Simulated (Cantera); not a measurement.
A freely propagating, adiabatic, planar premixed flame of H2 : O2 : N2 : H2O = 1 : 0.649 : 2.66 : 1.2 (molar parts), equivalence ratio 0.77, unburnt at 375 K and 0.132 atm; mixture-averaged transport, grid criteria slope 0.08 and curve 0.16, no radiation.

Model: the H2/O2 subset of GRI-Mech 3.0, which has no nitrogen chemistry, integrated in Cantera. Burning velocities carry a grid error of a few per cent, more on coarse grids.

x: mole fraction of selected species; z is measured from the peak of heat release.

```
z (mm)  T (K)  u (m/s)     x H2    x O2  x H2O     x HO2    x O      x OH
------  -----  -------  -------  ------  -----  --------  -----  --------
-13.3     375     1.04    0.181   0.118  0.218     <1e-8  <1e-8     <1e-8
-8.88     375     1.04    0.181   0.118  0.218     <1e-8  <1e-8     <1e-8
-6.66     375     1.04    0.181   0.118  0.218   1.96e-8  <1e-8     <1e-8
-4.44     376     1.04    0.178   0.118  0.219   5.21e-7  <1e-8     <1e-8
-2.22     405     1.10    0.161   0.120  0.226   7.77e-5    ___   6.86e-6
-1.11     601     1.59    0.128   0.114  0.251  0.000112    ___  0.000323
0         912     2.37   0.0824  0.0937  0.303   4.21e-5    ___  0.000643
1.11     1140     2.95   0.0417  0.0649  0.357   1.98e-5    ___   0.00212
2.22     1268     3.27   0.0233  0.0486  0.386   1.23e-5    ___   0.00390
4.44     1393     3.57   0.0159  0.0408  0.402   8.30e-6    ___   0.00528
8.88     1498     3.82   0.0118  0.0371  0.412   5.93e-6    ___   0.00549
17.8     1577     4.00  0.00742  0.0343  0.422   3.99e-6    ___   0.00485
35.5     1626     4.11  0.00385  0.0326  0.429   2.38e-6    ___   0.00370
```

### Question
Some entries are withheld; supply them.

### Answer

- -2.22, x O: 1.08e-6
- -1.11, x O: 5.21e-5
- 0, x O: 0.000849
- 1.11, x O: 0.00284
- 2.22, x O: 0.00364
- 4.44, x O: 0.00326
- 8.88, x O: 0.00224
- 17.8, x O: 0.00129
- 35.5, x O: 0.000632
